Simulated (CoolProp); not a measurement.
Neopentane along the isotherm 336.5 K: density (kg/m³) from the reference equation and from simpler models built on Tc = 433.7 K, pc = 3.196 MPa, ω = 0.196; each cubic takes its own stable root.

The numbers come from the reference Helmholtz-energy equation of state, Lemmon 2006 in CoolProp. It is a short technical equation, of lower accuracy than the large ones.

| p (MPa) | phase | reference |
|---|---|---|
| 1.23 | liquid | 540.7 |
| 2.46 | liquid | 544.2 |
| 3.69 | liquid | 547.6 |
| 4.92 | liquid | 550.7 |
| 6.15 | liquid | 553.7 |
| 7.38 | liquid | 556.5 |
| 8.61 | liquid | 559.2 |
| 9.83 | liquid | 561.7 |
| 11.1 | liquid | 564.3 |
| 12.3 | liquid | 566.6 |
| 13.5 | liquid | 568.9 |
| 14.8 | liquid | 571.2 |
| 16 | liquid | 573.3 |

Question: How far does each simpler model (van der Waals, Redlich-Kwong, Soave-Redlich-Kwong, Peng-Robinson) lie from the reference over these 13 states: mean and median of the absolute difference, and the worst?

Answer: 
- van der Waals: mean 33.1 %, median 32.6 %, worst -37.1 % at 336.5 K and 1.23 MPa
- Redlich-Kwong: mean 7.0 %, median 6.7 %, worst -10.0 % at 336.5 K and 1.23 MPa
- Soave-Redlich-Kwong: mean 4.8 %, median 4.6 %, worst -6.9 % at 336.5 K and 1.23 MPa
- Peng-Robinson: mean 7.3 %, median 7.4 %, worst +8.4 % at 336.5 K and 16 MPa
